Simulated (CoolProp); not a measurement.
Vapour-liquid equilibrium of R113 (1) + acetone (2) at 80.35 °C; x and y are mole fractions of (1).

Model: multi-fluid Helmholtz-energy mixture model, Marx 1992 and Lemmon 2006; pair parameters Bell 2016, in CoolProp.

**Question.** Give the bubble pressure and the first vapour's composition at x = 0.05, 0.8, 0.95. Is there an azeotrope?

**Answer.** x = 0.05: 0.2338 MPa, y = 0.108; x = 0.8: 0.2961 MPa, y = 0.755; x = 0.95: 0.2781 MPa, y = 0.919. y crosses x between x = 0.5 and 0.65: the model has an azeotrope there.

The pair parameters rest on a limited set of measurements; away from them the model extrapolates.
